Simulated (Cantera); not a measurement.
Input: 1 mol BN, 1.6 mol HF, 4.7 mol N2, equilibrated at 1098 K and 1.00 bar.

Cantera equilibrium calculation (NASA polynomials, part measured and part estimated; ideal gas, pure solids and liquids). Candidate condensed phases: B, BN; 31 gas species. Equilibrium is a limit: real reactors are often held back by kinetics, nucleation or transport.

Base state: N2 0.787, H2 0.123, BF3 0.0820, HF 0.00796, BHF2 2.65e-5, NH3 1.23e-5 (mole fractions); condensed: BN(s).

### Question
What changes in the equilibrium state with this change: BN replaced by Si3N4?

### Answer
```tsv
species	before	after
N2	0.787	0.805
H2	0.123	0.129
SiF4	0	0.0646
BF3	0.0820	0
SiHF3	0	0.000161
BHF2	2.65e-5	0
HF	0.00796	0.000482
NH3	1.23e-5	1.34e-5
BN(s), mol	0.483	0
Si3N4(s), mol	0	0.867
```
Further candidate phases: Si, Si3N4.
